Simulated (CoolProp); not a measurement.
Vapour-liquid equilibrium of propylene (1) + dimethyl ether (2) at 369 kPa; x and y are mole fractions of (1).

The numbers come from the multi-fluid Helmholtz-energy mixture model, Lemmon 2013 and Wu 2011; pair parameters Bell 2016 in CoolProp.

Problem. Give the bubble temperature and the first vapour's composition at x = 0.25, 0.35, 0.95. Is there an azeotrope?

Solution. x = 0.25: 0.2 °C, y = 0.432; x = 0.35: -2.6 °C, y = 0.546; x = 0.95: -13.8 °C, y = 0.970. No azeotrope shows between x = 0.05 and 0.95.

The pair parameters rest on a limited set of measurements; away from them the model extrapolates.
